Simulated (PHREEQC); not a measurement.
Consider water at 25 °C with 4.1 mmol/kgw HCl and 35 mmol/kgw CuSO4. Closed to the air; pH follows from the charge balance.

Model: ion-association model, wateq4f.dat, run in PHREEQC.

No solid was allowed to form.

Task: Order these Cu species by the share of Cu that they hold, largest first: Cu+2, CuSO4, CuCl+.

Result: Cu+2 (61 %), CuSO4 (39 %), CuCl+ (0.27 %)

Task: Order these S species by the share of S that they hold, largest first: CuSO4, HSO4-, SO4-2.

Result: SO4-2 (56 %), CuSO4 (39 %), HSO4- (5.2 %)

The pH is 2.72 and the ionic strength 0.0857 mol/kgw. Species that the database lacks are ignored.
